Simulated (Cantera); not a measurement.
An adiabatic, constant-pressure homogeneous reactor starts with CH₄ : C₂H₆ : O₂ : N₂ = 1 : 0.11 : 1.77 : 5.32 (molar parts), at 1000 K and 4350 Torr.

Computed with Cantera and GRI-Mech 3.0 (53 species, 325 reactions).

Problem. Predict: time of steepest temperature rise; temperature at 0.700 s; equilibrium temperature; x(O₂) at 0.700 s; x(H) at 0.700 s; x(H₂O₂) at 0.700 s; x(NO) at 0.700 s.

Solution. 
```
Property                                                              Result
---------------------------------  -----------------------------------------
time of steepest temperature rise                                    26.6 ms
temperature at 0.700 s                                                2693 K
equilibrium temperature                                               2693 K
x(O₂) at 0.700 s                   0.000507 (gas-phase equilibrium 0.000507)
x(H) at 0.700 s                      0.00533 (gas-phase equilibrium 0.00533)
x(H₂O₂) at 0.700 s                   1.14e-7 (gas-phase equilibrium 1.14e-7)
x(NO) at 0.700 s                     0.00135 (gas-phase equilibrium 0.00135)
```
